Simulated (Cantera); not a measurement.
Cantera run, input and output.

```python
import numpy as np
import cantera as ct

gas = ct.Solution("gri30.yaml", transport_model="multicomponent")
show = ['O', 'H2', 'CH4']

rows = []
print(f"{'T/K':>7s}{'rho':>11s}{'cp':>10s}{'mu':>11s}{'lambda':>11s}{'Pr':>7s}" + "".join(f"{'D_' + s:>11s}" for s in show))
for T in [400, 550, 700, 850, 1000, 1150, 1300, 1450]:
    gas.TPX = T, 280, {'CO2': 0.73, 'CH4': 0.89, 'C2H6': 0.39, 'CO': 0.28}
    Pr = gas.cp_mass * gas.viscosity / gas.thermal_conductivity
    D = [gas.mix_diff_coeffs_mole[gas.species_index(s)] for s in show]
    rows.append([gas.density, gas.cp_mass, gas.viscosity, gas.thermal_conductivity, Pr, *D])
    print(f"{T:7g}{gas.density:11.4e}{gas.cp_mass:10.1f}{gas.viscosity:11.4e}"
          f"{gas.thermal_conductivity:11.4e}{Pr:7.3f}" + "".join(f"{d:11.4e}" for d in D))
print("SI units: kg/m3, J/kg/K, Pa s, W/m/K, m2/s")
```

Output:

```
    T/K        rho        cp         mu     lambda     Pr        D_O       D_H2      D_CH4
    400 2.4255e-03    1513.3 1.7045e-05 3.6341e-02  0.710 1.7024e-02 4.0606e-02 1.0796e-02
    550 1.7640e-03    1801.7 2.2059e-05 5.5697e-02  0.714 2.9590e-02 6.9734e-02 1.9078e-02
    700 1.3860e-03    2060.0 2.6478e-05 7.6418e-02  0.714 4.4654e-02 1.0457e-01 2.9061e-02
    850 1.1414e-03    2272.2 3.0481e-05 9.7161e-02  0.713 6.1992e-02 1.4465e-01 4.0581e-02
   1000 9.7021e-04    2460.1 3.4174e-05 1.1815e-01  0.712 8.1448e-02 1.8961e-01 5.3520e-02
   1150 8.4366e-04    2611.9 3.7629e-05 1.3839e-01  0.710 1.0290e-01 2.3919e-01 6.7792e-02
   1300 7.4632e-04    2739.4 4.0892e-05 1.5804e-01  0.709 1.2625e-01 2.9316e-01 8.3328e-02
   1450 6.6911e-04    2846.3 4.3998e-05 1.7699e-01  0.708 1.5142e-01 3.5136e-01 1.0007e-01
SI units: kg/m3, J/kg/K, Pa s, W/m/K, m2/s
```

Cantera simulation using GRI-Mech 3.0 (53 species, 325 reactions); the numbers are that mechanism's predictions, not measurements. The composition is frozen, though it would react at the higher temperatures.
